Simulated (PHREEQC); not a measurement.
Dissolve 0.013 mol H2SeO4, 0.0016 mol HCl and 0.27 mol CaCl2 per kg of water at 25 °C. Closed to the air; pH follows from the charge balance.

Model: ion-association model, wateq4f.dat, run in PHREEQC.

Precipitation was switched off in this run.

Problem. What pH, activity of water does the model give?

Solution. pH 1.74; activity of water 0.986.

Problem. In which forms is Se present?

Solution. SeO4-2 73 %, HSeO4- 27 % of the Se.

Ionic strength above about 0.7 mol/kgw puts this run outside the model's range. Complexes and solids missing from the database can't appear.
